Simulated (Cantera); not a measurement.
An adiabatic, constant-volume homogeneous reactor starts with 5.84 % C2H4, 17.7 % O2, 66.5 % N2, 9.92 % CO2, at 1325 K and 1.01 bar.

Computed with Cantera and GRI-Mech 3.0 (53 species, 325 reactions). GRI-Mech 3.0 was tuned for natural gas; its chemistry of ethylene as a main component is partial and can be far from experiment.

Problem. Predict: time of steepest temperature rise; temperature at 10.0 s; equilibrium temperature; x(O2) at 10.0 s; x(CO2) at 10.0 s; x(HCO) at 10.0 s.

Solution. 
```
Quantity                                                            Result
---------------------------------  ---------------------------------------
time of steepest temperature rise                                  91.0 µs
temperature at 10.0 s                                               2764 K
equilibrium temperature                                             2764 K
x(O2) at 10.0 s                      0.0290 (gas-phase equilibrium 0.0290)
x(CO2) at 10.0 s                       0.136 (gas-phase equilibrium 0.136)
x(HCO) at 10.0 s                   6.36e-8 (gas-phase equilibrium 6.36e-8)
```
